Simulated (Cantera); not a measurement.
**NO annealing gas**

An isothermal, constant-pressure homogeneous reactor starts with 15.4 % NO, 84.6 % N2, at 1850 K and 160000 Pa.

Detailed kinetics in Cantera: GRI-Mech 3.0 (53 species, 325 reactions).

```
t (s)       x NO      x O2      x O   x N2     x NO2    x N2O
--------  ------  --------  -------  -----  --------  -------
1.00e-5    0.154  1.01e-10  1.11e-7  0.846   2.53e-8  1.35e-7
3.98e-5    0.154   1.21e-9  2.83e-7  0.846   2.70e-7  5.26e-7
0.000158   0.154   1.27e-8  5.90e-7  0.846   1.75e-6  1.95e-6
0.000631   0.154   2.57e-7  1.85e-6  0.846   9.05e-6  5.90e-6
0.00251    0.154   1.02e-5  5.87e-6  0.846   3.44e-5  1.03e-5
0.0100     0.154  0.000114  7.36e-6  0.846   4.41e-5  1.07e-5
0.0398     0.153  0.000550  8.02e-6  0.847   4.79e-5  1.05e-5
0.158      0.149   0.00227  1.02e-5  0.848   6.01e-5  1.01e-5
0.631      0.136   0.00871  1.59e-5  0.855   8.66e-5  8.38e-6
2.51      0.0974    0.0281  2.64e-5  0.874  0.000104  4.34e-6
10.0      0.0358    0.0590  3.74e-5  0.905   5.44e-5  7.74e-7
```
x: mole fraction; the columns are a selection and need not sum to one.

Equilibrium at this temperature and pressure: NO 0.00319, O2 0.0753, O 4.21e-5, N2 0.921, NO2 5.46e-6, N2O 2.49e-7 (gas phase only).
